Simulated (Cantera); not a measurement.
Feed: 1 mol CuO, 0.82 mol CO, equilibrated at 4430 Torr.

These are equilibrium values from Cantera (NASA tables, ideal gas, pure condensed phases), not measurements of a reactor. Candidate condensed phases: C, Cu, CuO, Cu2O; 15 gas species. Each liquid is taken as pure. Mutual solubility and eutectic melting of coexisting phases are not modelled. Equilibrium is a limit: real reactors are often held back by kinetics, nucleation or transport.

Task: Which condensed phases are stable at each of these points (T (K)): 800, 900, 1000, 1100, 1200, 1300, 1400, 1500, 1600, 1700, 1800, 1900, 2000?

Result: 
```
T (K)  condensed phases  Cu condensed (%)
-----  ----------------  ----------------
800     Cu(s) + Cu2O(s)             100.0
900     Cu(s) + Cu2O(s)             100.0
1000    Cu(s) + Cu2O(s)             100.0
1100    Cu(s) + Cu2O(s)             100.0
1200    Cu(s) + Cu2O(s)             100.0
1300    Cu(s) + Cu2O(s)             100.0
1400    Cu(l) + Cu2O(s)             100.0
1500    Cu(l) + Cu2O(s)             100.0
1600    Cu(l) + Cu2O(l)             100.0
1700    Cu(l) + Cu2O(l)             100.0
1800    Cu(l) + Cu2O(l)             100.0
1900    Cu(l) + Cu2O(l)             100.0
2000    Cu(l) + Cu2O(l)              99.9
```

From 800 K to 1300 K the condensed part is Cu(s) + Cu2O(s). From 1400 K to 1500 K the condensed part is Cu(l) + Cu2O(s). From 1600 K to 2000 K the condensed part is Cu(l) + Cu2O(l).
